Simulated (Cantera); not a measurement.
**Adiabatic ignition**

An adiabatic, constant-volume homogeneous reactor starts with CH4 : C2H6 : O2 : N2 = 0.31 : 0.031 : 2.42 : 9.11 (molar parts), equivalence ratio 0.30, at 1700 K and 1.01 bar.

Model: GRI-Mech 3.0 (53 species, 325 reactions), integrated in Cantera.

| t (s) | T (K) | P (bar) | x CH4 | x C2H6 | x O2 | x NO | x NO2 | x H2 | x HO2 |
|---|---|---|---|---|---|---|---|---|---|
| 1.00e-6 | 1700 | 1.01 | 0.0261 | 0.00258 | 0.204 | <1e-12 | <1e-12 | 1.48e-7 | 2.78e-7 |
| 2.43e-6 | 1699 | 1.01 | 0.0261 | 0.00254 | 0.204 | <1e-12 | <1e-12 | 7.96e-7 | 1.11e-6 |
| 5.89e-6 | 1698 | 1.01 | 0.0261 | 0.00245 | 0.204 | 1.54e-12 | <1e-12 | 6.04e-6 | 5.68e-6 |
| 1.43e-5 | 1697 | 1.01 | 0.0258 | 0.00218 | 0.204 | 1.54e-11 | <1e-12 | 6.85e-5 | 3.00e-5 |
| 3.47e-5 | 1720 | 1.03 | 0.0222 | 0.00115 | 0.199 | 7.97e-10 | 7.52e-12 | 0.00146 | 0.000198 |
| 8.43e-5 | 2196 | 1.34 | <1e-12 | <1e-12 | 0.137 | 1.55e-5 | 8.99e-9 | 0.00219 | 8.28e-6 |
| 0.000205 | 2357 | 1.42 | <1e-12 | <1e-12 | 0.137 | 0.000136 | 1.06e-7 | 0.00121 | 5.92e-6 |
| 0.000497 | 2434 | 1.46 | <1e-12 | <1e-12 | 0.139 | 0.000404 | 3.72e-7 | 0.000609 | 7.04e-6 |
| 0.00121 | 2441 | 1.46 | <1e-12 | <1e-12 | 0.139 | 0.000946 | 8.79e-7 | 0.000548 | 7.32e-6 |
| 0.00293 | 2438 | 1.46 | <1e-12 | <1e-12 | 0.138 | 0.00218 | 2.03e-6 | 0.000543 | 7.25e-6 |
| 0.00711 | 2433 | 1.46 | <1e-12 | <1e-12 | 0.137 | 0.00479 | 4.46e-6 | 0.000531 | 7.09e-6 |
| 0.0173 | 2423 | 1.45 | <1e-12 | <1e-12 | 0.135 | 0.00921 | 8.58e-6 | 0.000511 | 6.83e-6 |
| 0.0419 | 2413 | 1.45 | <1e-12 | <1e-12 | 0.133 | 0.0136 | 1.27e-5 | 0.000492 | 6.57e-6 |
| 0.102 | 2410 | 1.44 | <1e-12 | <1e-12 | 0.132 | 0.0151 | 1.41e-5 | 0.000486 | 6.49e-6 |
| 0.247 | 2410 | 1.44 | <1e-12 | <1e-12 | 0.132 | 0.0152 | 1.42e-5 | 0.000486 | 6.48e-6 |
| 0.600 | 2410 | 1.44 | <1e-12 | <1e-12 | 0.132 | 0.0152 | 1.42e-5 | 0.000486 | 6.48e-6 |
x: mole fraction; the columns are a selection and need not sum to one.

```json
{
  "time_of_steepest_temperature_rise": "55.2 µs",
  "temperature at 0.600 s": "2410 K",
  "equilibrium_temperature": "2410 K",
  "x(CH4) at 0.600 s": "<1e-12 (gas-phase equilibrium <1e-12)",
  "x(C2H6) at 0.600 s": "<1e-12 (gas-phase equilibrium <1e-12)",
  "x(O2) at 0.600 s": "0.132 (gas-phase equilibrium 0.132)"
}
```
